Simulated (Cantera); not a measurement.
Input (Python, Cantera) and output of one run.

```python
import numpy as np
import cantera as ct

gas_names = """
    C CN CO CO2 C2 CCN CNC C2N2 C2O C3 C3O2 C4 C4N2 C5 N NCO NO NO2 NO3 N2 N2O O O2 O3 Si SiC SiC2 SiN
    SiO SiO2 Si2 Si2C Si2N Si3
""".split()
cond_names = """
    C(gr) Si(cr) Si(L) SiC(b) SiO2(Lqz) SiO2(hqz) SiO2(L) Si2N2O(s) Si3N4(a)
""".split()


def load(file, names, dense=False):
    # The tables refer to 1 bar. Condensed volumes are neglected.
    table = {s.name: s for s in ct.Species.list_from_file(file)}
    out = []
    for n in names:
        d = dict(table[n].input_data)
        d["thermo"] = dict(d["thermo"], **{"reference-pressure": 1e5})
        if dense:
            d["equation-of-state"] = {"model": "constant-volume", "density": "1e6 g/cm^3"}
        out.append(ct.Species.from_dict(d))
    return out


gas = ct.Solution(thermo="ideal-gas", species=load("nasa_gas.yaml", gas_names))
cond = {s.name: ct.Solution(thermo="fixed-stoichiometry", species=[s], name=s.name)
        for s in load("nasa_condensed.yaml", cond_names, dense=True)}
atoms = {
    'SiC': {'Si': 1, 'C': 1},
    'CO2': {'C': 1, 'O': 2},
    'N2': {'N': 2},
    'O2': {'O': 2},
}
top_T = {'C(gr)': 4500, 'SiC(b)': 3050, 'Si2N2O(s)': 2100, 'Si3N4(a)': 2400}  # K; cautious upper limits of use, not melting points


def equilibrate(T, P, feed):
    n = {}
    for name, mol in feed.items():
        for a, k in atoms[name].items():
            n[a] = n.get(a, 0.0) + k * mol
    gas.TPX = T, P, n
    mass = sum(n.values()) * gas.mean_molecular_weight
    gas.equilibrate("TP")
    valid = [c for c in cond.values() if c.min_temp <= T <= top_T.get(c.name, c.max_temp)]
    mix = ct.Mixture([(gas, mass / gas.mean_molecular_weight)] + [(c, 0.0) for c in valid])
    mix.T, mix.P = T, P
    mix.equilibrate("TP", solver="vcs", rtol=1e-11, max_steps=5000)
    return mix


results = []
feed = {'SiC': 1, 'CO2': 0.26, 'N2': 1, 'O2': 0.012}  # mol
T = 1000  # K
for P in [0.1, 0.6, 3.6, 22, 130, 770, 4600, 28000, 170000, 1000000]:
    mix = equilibrate(T, P, feed)
    results.append((T, P, feed, dict(zip(mix.species_names, mix.species_moles))))

top = {s: max(r[3][s] / sum(r[3][g] for g in gas_names) for r in results) for s in gas_names}
cols = sorted((s for s in top if top[s] > 0.0001), key=lambda s: -top[s])[:6]
seen = [c for c in cond_names if any(r[3].get(c, 0) > 1e-12 for r in results)]
print("log10 of partial pressures in bar; condensed amounts in mol")
print(f"{'P/Pa':>10s}" + "".join(f"{s[:9]:>10s}" for s in cols + seen))
for T, P, feed, n in results:
    ng = sum(n[g] for g in gas_names)
    print(f"{P:10.4g}" + "".join(f"{np.log10(max(n[s] / ng * P / 1e5, 1e-99)):10.3f}" for s in cols)
          + "".join(f"{n.get(c, 0):10.4g}" for c in seen))
```

It prints:

```
log10 of partial pressures in bar; condensed amounts in mol
      P/Pa        N2        CO     C(gr) SiO2(hqz) Si2N2O(s)
       0.1    -6.037    -7.092     1.216         0       0.5
       0.6    -5.258    -6.314     1.216         0       0.5
       3.6    -4.480    -5.536     1.216         0       0.5
        22    -3.694    -4.750     1.216         0       0.5
       130    -2.900    -4.388     1.243   0.01831    0.4908
       770    -2.118    -4.128     1.255   0.02599     0.487
      4600    -1.339    -3.868     1.258   0.02832    0.4858
   2.8e+04    -0.553    -3.606      1.26   0.02903    0.4855
   1.7e+05     0.230    -3.345      1.26   0.02924    0.4854
     1e+06     1.000    -3.088      1.26   0.02931    0.4853
```

Method: chemical equilibrium by Gibbs-energy minimisation in Cantera with the NASA 1993 tables (ideal gas, pure condensed phases). N2 is the only nitrogen source here; it is nearly inert below about 1500 K, so the nitride shown seldom forms there in practice.
